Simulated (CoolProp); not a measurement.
Computed with CoolProp (reference Helmholtz-energy equation of state, Lemmon 2006). It is a short technical equation, of lower accuracy than the large ones.

### Question
For isopentane, give the phase and the cp (kJ/(kg K)), isothermal compressibility (1/MPa), expansivity (1/kK), fugacity coefficient at 216.95 °C and 94.9 bar.

### Answer
- 216.95 °C and 94.9 bar: supercritical; cp 3.38, isothermal compressibility 0.0307, expansivity 4.65, fugacity coefficient 0.404
